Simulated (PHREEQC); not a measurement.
# Alkaline etch or developer

Make-up at 25 °C: 0.0051 mol NH3, 0.00013 mol K2SiO3 and 0.17 mol K2CO3 per kg of water. Closed to the air; pH follows from the charge balance.

The numbers come from PHREEQC with the ion-association model, wateq4f.dat.

pH: 11.44
ionic strength: 0.506 mol/kgw
activity of water: 0.991
total alkalinity: 345 meq/kg

```json
[
 {"species": "K+", "molality": "0.340", "activity": "0.219", "log γ": "-0.192"},
 {"species": "CO3-2", "molality": "0.166", "activity": "0.0378", "log γ": "-0.642"},
 {"species": "NH3", "molality": "0.00506", "activity": "0.00506", "log γ": "0.000"},
 {"species": "OH-", "molality": "0.00437", "activity": "0.00276", "log γ": "-0.200"},
 {"species": "HCO3-", "molality": "0.00420", "activity": "0.00290", "log γ": "-0.160"},
 {"species": "H3SiO4-", "molality": "0.000122", "activity": "7.90e-5", "log γ": "-0.188"},
 {"species": "NH4+", "molality": "4.35e-5", "activity": "3.19e-5", "log γ": "-0.135"},
 {"species": "H2SiO4-2", "molality": "6.55e-6", "activity": "1.50e-6", "log γ": "-0.642"},
 {"species": "H4SiO4", "molality": "1.72e-6", "activity": "1.93e-6", "log γ": "0.051"},
 {"species": "CO2", "molality": "2.11e-8", "activity": "2.37e-8", "log γ": "0.051"}
]
```

This is a speciation only: nothing precipitates in the calculation. Complexes and solids missing from the database can't appear.
